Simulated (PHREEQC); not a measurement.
## Reverse-osmosis permeate: speciation

Synthetic water in mg/L, 87 °C, pH 6.78, pe 9.5: Na 0.247; K 0.827; Ca 6.5; Mg 3.05; Cl 9.11; S(6) as SO4 7.47; Alkalinity as HCO3 10.4; Cu(2) 0.144; F 0.243.

Valence states are taken as typed.

The numbers come from PHREEQC with the ion-association model, wateq4f.dat.

This is a speciation only: nothing precipitates in the calculation.

Q: What charge-balance error does the model give?

A: charge-balance error 1.4 %.

Q: In which forms is Ca present?

A: Ca+2 98 %, CaSO4 1.6 % of the Ca.

The solution is supersaturated, for example in Malachite, Cu(OH)2, so a real one may precipitate; this is no full list. Complexes and solids missing from the database can't appear. Away from 25 °C the constants follow the database's enthalpies or fits; those with neither stay at their 25 °C values. The database's constant for dissolved Cu(OH)2 is higher than later reviews accept.
